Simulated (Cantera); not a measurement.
Input: 1 mol Na₂SO₄, 0.022 mol CO₂, equilibrated at 1050 °C and 0.158 Torr.

Equilibrium computed with Cantera from the NASA thermochemical tables; the gas is ideal and each condensed phase is pure. Candidate condensed phases: C, Na, NaO₂, Na₂CO₃, Na₂O, Na₂O₂, Na₂S, Na₂SO₄, S; 27 gas species. Equilibrium is a limit: real reactors are often held back by kinetics, nucleation or transport.

Base state: CO₂ 0.949, Na 0.0209, O₂ 0.0105, SO₂ 0.0105, Na₂SO₄ 0.00866, CO 0.000154, NaO 1.03e-5 (mole fractions); condensed: Na₂SO₄(l).

Task: What changes in the equilibrium state with this change: pressure from 0.158 Torr to 750 Torr?

Result: 
```json
[
 {"species": "CO₂", "before": "0.949", "after": "1.000"},
 {"species": "CO", "before": "0.000154", "after": "4.80e-5"},
 {"species": "O₂", "before": "0.0105", "after": "2.53e-5"},
 {"species": "Na", "before": "0.0209", "after": "1.38e-6"},
 {"species": "SO₂", "before": "0.0105", "after": "1.95e-6"},
 {"species": "Na₂SO₄", "before": "0.00866", "after": "1.82e-6"},
 {"species": "NaO", "before": "1.03e-5", "after": "2.30e-9"},
 {"species": "Na₂SO₄(l), mol", "before": "1.000", "after": "1.00"}
]
```

Task: What changes in the equilibrium state with this change: temperature from 1050 °C to 775 °C?

Result: 
```json
[
 {"species": "CO₂", "before": "0.949", "after": "1.000"},
 {"species": "Na", "before": "0.0209", "after": "1.20e-5"},
 {"species": "O₂", "before": "0.0105", "after": "9.28e-6"},
 {"species": "SO₂", "before": "0.0105", "after": "6.00e-6"},
 {"species": "NaO", "before": "1.03e-5", "after": "<1e-9"},
 {"species": "Na₂SO₄", "before": "0.00866", "after": "7.67e-6"},
 {"species": "CO", "before": "0.000154", "after": "6.57e-6"},
 {"species": "Na₂SO₄(l), mol", "before": "1.000", "after": "0"},
 {"species": "Na₂SO₄(s), mol", "before": "0", "after": "1.00"}
]
```
